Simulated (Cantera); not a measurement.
Charge: 1 mol Ti(OiPr)4, 0.66 mol CH4, 30 mol H2, equilibrated at 1927 °C and 63.0 mbar.

Equilibrium computed with Cantera from the NASA thermochemical tables; the gas is ideal and each condensed phase is pure. Candidate condensed phases: C, C6H6, C7H8, C8H18, H2O, Ti, TiC, TiO, TiO2, Ti2O3, Ti3O5, Ti4O7; 113 gas species. The feed counts by its element totals alone. TiC: taken at fixed stoichiometry. Equilibrium is a limit: real reactors are often held back by kinetics, nucleation or transport.

Base state: H2 0.896, CO 0.0802, H 0.0212, C2H2 (acetylene) 0.00230, CH4 1.33e-5 (mole fractions); condensed: C(graphite) + TiC(s).

Problem. What changes in the equilibrium state with this change: temperature from 1927 °C to 752 °C?

Solution. 
| species | before | after |
|---|---|---|
| H2 | 0.896 | 0.953 |
| CO | 0.0802 | 0.0417 |
| CH4 | 1.33e-5 | 0.00421 |
| H | 0.0212 | 1.69e-8 |
| C2H2 (acetylene) | 0.00230 | 2.10e-9 |
| CO2 | 4.38e-9 | 3.77e-5 |
| H2O | 2.58e-7 | 0.000665 |
| C(graphite), mol | 7.43 | 10.5 |
| TiC(s), mol | 1.000 | 0 |
| TiO2(rutile), mol | 0 | 1.00 |
